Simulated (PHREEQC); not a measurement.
PHREEQC input (ion-association model, wateq4f.dat):

```
SOLUTION_MASTER_SPECIES
  An  An-  0  An  62.0  # stands for a non-complexing anion
SOLUTION_SPECIES
  An- = An-
    -log_k 0
    -gamma 3.0 0
PHASES
  Fix_H+
    H+ = H+
    -log_k 0
SOLUTION 1
  temp 25
  units mmol/kgw
  pH 7 charge
  Cl 0.00164
  Pb 0.00082
  Na 50
  An 50
END
SELECTED_OUTPUT 1
  -reset false
  -pH true
  -pe true
  -ionic_strength true
  -water true
  -totals Cl Na Pb
  -molalities Hfo_wOH Hfo_wOH2+ Hfo_wO- Hfo_sOH Hfo_sOH2+ Hfo_sO- Hfo_sOPb+ Hfo_wOPb+
  -saturation_indices Pb(OH)2 Cotunnite Laurionite Halite
USER_PUNCH 1
  -headings sigma psi
  10 PUNCH EDL("sigma", "Hfo"), EDL("psi", "Hfo")
PRINT
  -reset false
USE solution 1
SURFACE 1
  Hfo_wOH 0.000125843 600 0.056
  Hfo_sOH 3.14607e-06
EQUILIBRIUM_PHASES 1
  Fix_H+ -3 HAn 10
    -force_equality true
  O2(g) -0.68 10
END
# ... the last block is repeated for the other 16 points of pH, with NaOH or the acid as the point needs
```

Selected output (columns that matter, 17 of 17 rows; pH added in front):

```
pH	mu	Na	Pb	m_Hfo_wOH	m_Hfo_wOH2+	m_Hfo_wO-	m_Hfo_sOH	m_Hfo_sOH2+	m_Hfo_sO-	si_Pb(OH)2	si_Cotunnite	si_Halite	sigma	psi
3	0.051237	0.05	8.1743e-07	4.5136e-06	0.00012133	3.8468e-09	1.1275e-07	3.0307e-06	9.6092e-11	-8.5843	-13.415	-8.8442	0.35713	0.16922
3.38	0.05055	0.05	8.0604e-07	9.638e-06	0.00011619	1.8316e-08	2.3988e-07	2.8918e-06	4.5586e-10	-7.8287	-13.418	-8.8433	0.34196	0.16734
3.75	0.050266	0.05	7.5446e-07	1.8085e-05	0.00010769	6.9579e-08	4.4273e-07	2.6362e-06	1.7033e-09	-7.1168	-13.446	-8.8429	0.31682	0.16358
4.12	0.05014	0.05	5.8506e-07	2.9858e-05	9.5771e-05	2.1325e-07	6.9082e-07	2.2158e-06	4.9339e-09	-6.4869	-13.556	-8.8427	0.28145	0.15758
4.5	0.050079	0.05	2.9599e-07	4.3885e-05	8.1415e-05	5.4192e-07	9.1479e-07	1.6971e-06	1.1296e-08	-6.0228	-13.852	-8.8427	0.2386	0.14917
4.88	0.05005	0.05	9.3934e-08	5.7779e-05	6.692e-05	1.1428e-06	1.1119e-06	1.2878e-06	2.1993e-08	-5.7614	-14.35	-8.8426	0.19462	0.13879
5.25	0.050034	0.05	2.3872e-08	6.9638e-05	5.4151e-05	2.0516e-06	1.3015e-06	1.012e-06	3.8342e-08	-5.6167	-14.946	-8.8426	0.1547	0.12714
5.62	0.050024	0.05	5.5989e-09	7.9116e-05	4.3423e-05	3.3023e-06	1.4671e-06	8.0524e-07	6.1238e-08	-5.5076	-15.576	-8.8426	0.11969	0.1142
6	0.050017	0.05	1.2343e-09	8.624e-05	3.469e-05	4.9114e-06	1.5963e-06	6.421e-07	9.0909e-08	-5.407	-16.236	-8.8426	0.089453	0.099708
6.38	0.050012	0.05	2.6929e-10	9.0998e-05	2.8089e-05	6.7535e-06	1.6837e-06	5.1971e-07	1.2495e-07	-5.3146	-16.903	-8.8426	0.06476	0.084031
6.75	0.050008	0.05	6.0933e-11	9.3842e-05	2.3364e-05	8.6346e-06	1.7361e-06	4.3225e-07	1.5974e-07	-5.2345	-17.563	-8.8426	0.045438	0.067665
7.12	0.050005	0.05	1.4009e-11	9.5444e-05	1.9923e-05	1.0475e-05	1.7657e-06	3.6857e-07	1.9378e-07	-5.1652	-18.234	-8.8426	0.02999	0.050306
7.5	0.050003	0.05	3.2933e-12	9.6263e-05	1.7325e-05	1.2253e-05	1.7809e-06	3.2052e-07	2.2668e-07	-5.1046	-18.933	-8.8426	0.017192	0.031635
7.88	0.050001	0.05	8.8441e-13	9.6574e-05	1.5323e-05	1.3944e-05	1.7866e-06	2.8348e-07	2.5796e-07	-5.0512	-19.64	-8.8426	0.0063895	0.012394
8.25	0.050004	0.050005	2.9701e-13	9.6549e-05	1.3669e-05	1.5623e-05	1.7861e-06	2.5287e-07	2.8902e-07	-5.0016	-20.33	-8.8425	-0.0033612	-0.0065653
8.62	0.050009	0.050011	1.2287e-13	9.6215e-05	1.2101e-05	1.7525e-05	1.78e-06	2.2387e-07	3.2422e-07	-4.9487	-21.017	-8.8425	-0.013511	-0.025412
9	0.050018	0.050023	6.1897e-14	9.5422e-05	1.0441e-05	1.9978e-05	1.7653e-06	1.9316e-07	3.6959e-07	-4.8846	-21.713	-8.8424	-0.02554	-0.044314
```

The oxide is taken as insoluble; below pH 4 it would dissolve.
